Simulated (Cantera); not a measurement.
## Adiabatic ignition

An adiabatic, constant-volume homogeneous reactor starts with CO : H₂ : CH₄ : O₂ : N₂ = 1 : 0.77 : 1 : 16 : 61.5 (molar parts), equivalence ratio 0.18, at 1650 K and 250000 Pa.

Cantera simulation using GRI-Mech 3.0 (53 species, 325 reactions); the numbers are that mechanism's predictions, not measurements.

```tsv
t (s)	T (K)	P (bar)	x CO	x H₂	x CH₄	x OH	x CO₂	x H₂O₂
4.00e-6	1650	2.50	0.0125	0.00959	0.0125	1.15e-6	4.56e-7	5.78e-9
1.46e-5	1650	2.50	0.0125	0.00948	0.0123	2.80e-5	1.15e-5	5.45e-8
5.31e-5	2015	3.05	0.00737	0.000650	<1e-12	0.00572	0.0176	2.58e-7
0.000193	2170	3.26	0.000561	0.000105	<1e-12	0.00275	0.0246	8.82e-8
0.000705	2184	3.28	0.000186	4.81e-5	<1e-12	0.00191	0.0250	8.08e-8
0.00257	2184	3.28	0.000185	4.79e-5	<1e-12	0.00190	0.0250	8.07e-8
0.00935	2183	3.27	0.000183	4.76e-5	<1e-12	0.00190	0.0250	8.04e-8
0.0341	2180	3.27	0.000180	4.68e-5	<1e-12	0.00187	0.0250	7.95e-8
0.124	2170	3.25	0.000169	4.44e-5	<1e-12	0.00180	0.0250	7.70e-8
0.452	2158	3.24	0.000157	4.15e-5	<1e-12	0.00171	0.0250	7.38e-8
1.65	2156	3.23	0.000155	4.11e-5	<1e-12	0.00169	0.0250	7.33e-8
6.00	2156	3.23	0.000155	4.11e-5	<1e-12	0.00169	0.0250	7.33e-8
```
x: mole fraction; the columns are a selection and need not sum to one.

| Property | Result |
|---|---|
| time of steepest temperature rise | 27.5 µs |
| temperature at 6.00 s | 2156 K |
| equilibrium temperature | 2156 K |
| x(CO) at 6.00 s | 0.000155 (gas-phase equilibrium 0.000155) |
| x(H₂) at 6.00 s | 4.11e-5 (gas-phase equilibrium 4.11e-5) |
| x(CH₄) at 6.00 s | <1e-12 (gas-phase equilibrium <1e-12) |
